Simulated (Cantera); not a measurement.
Cantera run:

```python
import numpy as np
import cantera as ct

gas_names = [...]  # 110 gases of nasa_gas.yaml made of C, H, O
cond_names = """
    C(gr) C6H6(L) C7H8(L) C8H18(L),n-octa H2O(s) H2O(L)
""".split()


# ... load() reads the species with a 1 bar reference pressure and builds the phases ...
atoms = {
    'C2H5OH': {'C': 2, 'H': 6, 'O': 1},
    'H2': {'H': 2},
}
top_T = {'C(gr)': 4500}  # K; cautious upper limits of use, not melting points


# ... equilibrate(T, P, feed) seeds the gas with the atoms and calls Mixture.equilibrate('TP', solver="vcs", rtol=1e-11, max_steps=5000) ...
results = []
T = 698  # K
P = 290000  # Pa
for m in [0.85, 1.3, 2, 3, 4.5, 6.8, 10, 16]:
    feed = {'C2H5OH': 1, 'H2': m}  # mol
    mix = equilibrate(T, P, feed)
    results.append((T, P, feed, dict(zip(mix.species_names, mix.species_moles))))

top = {s: max(r[3][s] / sum(r[3][g] for g in gas_names) for r in results) for s in gas_names}
cols = sorted((s for s in top if top[s] > 0.001), key=lambda s: -top[s])[:6]
seen = [c for c in cond_names if any(r[3].get(c, 0) > 1e-12 for r in results)]
print("log10 of partial pressures in bar; condensed amounts in mol")
print(f"{'n(H2)':>10s}" + "".join(f"{s[:9]:>10s}" for s in cols + seen))
for T, P, feed, n in results:
    ng = sum(n[g] for g in gas_names)
    print(f"{feed['H2']:10.4g}" + "".join(f"{np.log10(max(n[s] / ng * P / 1e5, 1e-99)):10.3f}" for s in cols)
          + "".join(f"{n.get(c, 0):10.4g}" for c in seen))
```

It prints:

```
log10 of partial pressures in bar; condensed amounts in mol
     n(H2)        H2       CH4       H2O       CO2        CO     C(gr)
      0.85    -0.388     0.171    -0.045    -0.991    -2.317    0.5689
       1.3    -0.379     0.191    -0.075    -1.072    -2.357    0.3827
         2    -0.366     0.215    -0.119    -1.185    -2.413   0.08775
         3    -0.127     0.158    -0.149    -2.257    -3.217         0
       4.5     0.120     0.023    -0.278    -3.642    -4.225         0
       6.8     0.252    -0.129    -0.430    -4.621    -4.922         0
        10     0.324    -0.278    -0.579    -5.359    -5.438         0
        16     0.378    -0.467    -0.768    -6.142    -5.978         0
```

These are equilibrium values from Cantera (NASA tables, ideal gas, pure condensed phases), not measurements of a reactor.
